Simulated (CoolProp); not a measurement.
Vapour-liquid equilibrium of CHF3 (R23) (1) + CH2F2 (R32) (2) at 160.1 K; x and y are mole fractions of (1).

Computed with CoolProp (multi-fluid Helmholtz-energy mixture model, Penoncello 2003 and Tillner-Roth 1997; pair parameters Bell 2016).

### Question
Give the bubble pressure and the first vapour's composition at x = 0.05, 0.2, 0.5. Is there an azeotrope?

### Answer
x = 0.05: 1.585 kPa, y = 0.369; x = 0.2: 3.175 kPa, y = 0.734; x = 0.5: 6.251 kPa, y = 0.914. No azeotrope shows between x = 0.05 and 0.95.

Pair parameters are fitted to limited data, so mixtures are less certain than the pure fluids.
